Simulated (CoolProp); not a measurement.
Properties of n-perfluorohexane along the isobar 9840 kPa (Tc = 448.0 K, pc = 1742 kPa, ω = 0.497).

Model: reference Helmholtz-energy equation of state, Gao 2022, in CoolProp.

```csv
T (K),phase,isothermal compressibility (1/MPa),fugacity coefficient
321,liquid,0.002636,___
331.7,liquid,0.002932,0.02136
342.5,liquid,___,0.02937
353.2,liquid,0.003683,0.03916
364,liquid,0.004159,0.05109
374.7,liquid,0.004712,0.06501
385.5,liquid,0.005370,0.08126
396.2,liquid,0.006138,___
407,liquid,0.007051,0.1201
417.7,liquid,0.008115,0.1425
428.5,liquid,0.009377,___
439.2,liquid,0.01084,0.1931
450,supercritical,0.01255,0.2209
```

Fill in the missing entries.


- 321, fugacity coefficient: 0.01512
- 342.5, isothermal compressibility (1/MPa): 0.003280
- 396.2, fugacity coefficient: 0.09954
- 428.5, fugacity coefficient: 0.1671
